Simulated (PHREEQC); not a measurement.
# Reverse-osmosis permeate

Model water analysis in mmol/kgw, 81 °C, pH 6.22, pe 11.2:

```tsv
constituent	mmol/kgw
Na	0.137
K	0.045
Ca	0.276
Mg	0.00867
Cl	0.0927
S(6)	0.192
Alkalinity (meq/kgw)	0.297
Ba	0.000356
Li	0.00356
```

Valence states are taken as typed.

All values are PHREEQC results (ion-association model, phreeqc.dat), not measurements.

This is a speciation only: nothing precipitates in the calculation.

**Question.** Predict the specific conductance, charge-balance error.

**Answer.** specific conductance 224 µS/cm; charge-balance error -1.2 %.

**Question.** In which forms is C present?

**Answer.** CO2 56 %, HCO3- 44 % of the C.

Complexes and solids missing from the database can't appear. At this temperature some constants are extrapolated from 25 °C, and those without enthalpy data are left unchanged.
